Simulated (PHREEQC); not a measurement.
Solution (25 °C): 0.0023 mol LiOH, 0.00036 mol NaOH and 4.3e-06 mol CsF per kg of water. Closed to the air; pH follows from the charge balance.

The numbers come from PHREEQC with the ion-association model, wateq4f.dat.

```json
{
 "pH": "11.40",
 "ionic_strength": "0.00266 mol/kgw",
 "total_alkalinity": "2.66 meq/kg"
}
```

```json
[
 {"species": "OH-", "molality": "0.00266", "activity": "0.00251", "log γ": "-0.025"},
 {"species": "Li+", "molality": "0.00230", "activity": "0.00218", "log γ": "-0.024"},
 {"species": "Na+", "molality": "0.000360", "activity": "0.000340", "log γ": "-0.024"},
 {"species": "Cs+", "molality": "4.30e-6", "activity": "4.06e-6", "log γ": "-0.025"},
 {"species": "F-", "molality": "4.30e-6", "activity": "4.06e-6", "log γ": "-0.025"}
]
```

No solid was allowed to form.
